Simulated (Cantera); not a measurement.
A closed system holds: 1 mol S, 0.59 mol O2, equilibrated at 1523.15 K and 0.100 bar.

Method: chemical equilibrium by Gibbs-energy minimisation in Cantera with the NASA 1993 tables (ideal gas, pure condensed phases). Candidate condensed phases: S; 10 gas species. The numbers say what is thermodynamically allowed, not how fast it happens.

Q: What is the equilibrium state?

A: 
```json
{
 "x(SO2)": "0.732",
 "x(S2)": "0.249",
 "x(SO)": "0.0107",
 "x(S2O)": "0.00843",
 "x(S)": "8.36e-5",
 "gas_amount": "0.7955 mol",
 "log10 activity of S(l) (absent)": "-2.04"
}
```
